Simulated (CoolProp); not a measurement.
Properties of fluorine along the isotherm 158.1 K.

Model: reference Helmholtz-energy equation of state, de Reuck 1990, in CoolProp.

```
p (MPa)          phase  cv (kJ/(kg K))  speed of sound (m/s)  Joule-Thomson coefficient (K/MPa)  isothermal compressibility (1/MPa)  expansivity (1/kK)
-------  -------------  --------------  --------------------  ---------------------------------  ----------------------------------  ------------------
0.0414             gas          0.5527                 219.6                              6.667                               24.20               6.364
0.0699             gas          0.5533                 219.4                              6.667                               14.35               6.391
0.118              gas          0.5544                 219.2                              6.665                               8.522               6.438
0.199              gas          0.5562                 218.8                              6.663                               5.073               6.517
0.336              gas          0.5592                 218.0                              6.660                               3.025               6.655
0.567              gas          0.5643                 216.8                              6.655                               1.814               6.900
0.957              gas          0.5726                 214.6                              6.646                               1.098               7.351
1.61               gas          0.5864                 210.9                              6.627                              0.6797               8.230
2.73               gas          0.6100                 204.5                              6.562                              0.4352               10.24
4.6                gas          0.6544                 194.5                              6.256                              0.3131               16.33
7.76     supercritical          0.7780                 188.5                              3.976                              0.3121               56.71
13.1     supercritical          0.7006                 327.8                             0.8620                             0.03399               17.16
```
